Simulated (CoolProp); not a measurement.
Saturation properties of hydrogen sulfide.

Values from CoolProp's reference Helmholtz-energy equation of state, Lemmon 2006. It is a short technical equation, of lower accuracy than the large ones.

| T (K) | p (kPa) | vapour density (kg/m³) | enthalpy of vaporisation (kJ/kg) |
|---|---|---|---|
| 267.5 | 871.5 | 14.88 | 472.2 |
| 273 | 1028 | 17.43 | 463.1 |
| 278.5 | 1204 | 20.31 | 453.7 |
| 284 | 1402 | 23.56 | 443.7 |
| 289.5 | 1622 | 27.21 | 433.3 |
| 295 | 1866 | 31.32 | 422.3 |
| 300.5 | 2136 | 35.92 | 410.7 |
| 306 | 2433 | 41.10 | 398.5 |
| 311.5 | 2759 | 46.92 | 385.5 |
| 317 | 3115 | 53.47 | 371.6 |
| 322.5 | 3504 | 60.89 | 356.7 |
| 328 | 3926 | 69.32 | 340.6 |

It boils at 212.9 K under 1 atm.
